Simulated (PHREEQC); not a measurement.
Solution (56 °C): 0.026 mol/kgw NaHCO3, 0.27 mol/kgw NaF and 0.057 mol/kgw KCl. Closed to the air; pH follows from the charge balance.

The numbers come from PHREEQC with the ion-association model, phreeqc.dat.

The ionic strength comes out as 0.334 mol/kgw. What activity coefficients do HF2-, Cl-, NaCO3-, CO3-2, HCO3- get?

HF2- 0.72, Cl- 0.66, NaCO3- 0.72, CO3-2 0.24, HCO3- 0.70.

No solid was allowed to form. At this temperature some constants are extrapolated from 25 °C, and those without enthalpy data are left unchanged.
